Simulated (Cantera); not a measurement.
**TEOS + H₂O (silicon oxide and oxynitride deposition)**

Feed: 1 mol TEOS, 2.3 mol H₂O, at 0.133 bar.

These are equilibrium values from Cantera (NASA tables, ideal gas, pure condensed phases), not measurements of a reactor. Candidate condensed phases: C, C₆H₆, C₇H₈, C₈H₁₈, H₂O, Si, SiC, SiO₂; 123 gas species. The feed counts by its element totals alone. The tables hold silica as quartz up to 1696 K and as liquid above; real silica turns to tridymite and cristobalite and melts near 1996 K. Equilibrium is a limit: real reactors are often held back by kinetics, nucleation or transport.

```
T (K)   x H₂    x CO     x H₂O     x CH₄     x CO₂  n C(graphite)  n SiO₂(α-quartz)  n SiO₂(β-quartz)
-----  -----  ------  --------  --------  --------  -------------  ----------------  ----------------
725    0.506  0.0182     0.236     0.175    0.0639           5.10              1.00                 0
775    0.615  0.0462     0.171     0.103    0.0648           5.35              1.00                 0
825    0.683  0.0959     0.110    0.0562    0.0552           5.18              1.00                 0
875    0.714   0.158    0.0615    0.0297    0.0360           4.70                 0              1.00
925    0.726   0.210    0.0302    0.0160    0.0177           4.20                 0              1.00
975    0.731   0.238    0.0140   0.00896   0.00727           3.90                 0              1.00
1025   0.735   0.251   0.00651   0.00529   0.00288           3.77                 0              1.00
1075   0.737   0.255   0.00317   0.00326   0.00118           3.72                 0              1.00
1125   0.738   0.257   0.00163   0.00210  0.000517           3.70                 0              1.00
1175   0.739   0.258  0.000882   0.00139  0.000241           3.70                 0              1.00
1225   0.740   0.259  0.000502  0.000958  0.000119           3.69                 0              1.00
1275   0.740   0.259  0.000298  0.000677   6.26e-5           3.69                 0              1.00
1325   0.740   0.259  0.000184  0.000491   3.45e-5           3.70                 0             1.000
```
x: gas mole fraction; n: condensed amount in mol.

From 725 K to 825 K the condensed part is C(graphite) + SiO₂(α-quartz). From 875 K to 1325 K the condensed part is C(graphite) + SiO₂(β-quartz).
